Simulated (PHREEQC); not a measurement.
Make-up at 67 °C: 0.28 mol/kgw KOH, 0.02 mol/kgw NH4HCO3 and 0.15 mol/kgw NaBr. Closed to the air; pH follows from the charge balance.

Model: ion-association model, wateq4f.dat, run in PHREEQC.

The pH is 12.06 and the ionic strength is 0.419 mol/kgw. The activity of water is 0.986 and the total alkalinity is 300 meq/kg.

```tsv
species	molality	activity	log γ
K+	0.280	0.178	-0.197
OH-	0.240	0.150	-0.204
Br-	0.150	0.107	-0.148
Na+	0.134	0.0929	-0.161
NH3	0.0200	0.0200	0.000
NaCO3-	0.0156	0.0107	-0.165
CO3-2	0.00440	0.000962	-0.660
```

No solid was allowed to form. Complexes and solids missing from the database can't appear. Carbamate, which ammonia and carbonate form, is missing from the database. At this temperature some constants are extrapolated from 25 °C, and those without enthalpy data are left unchanged.
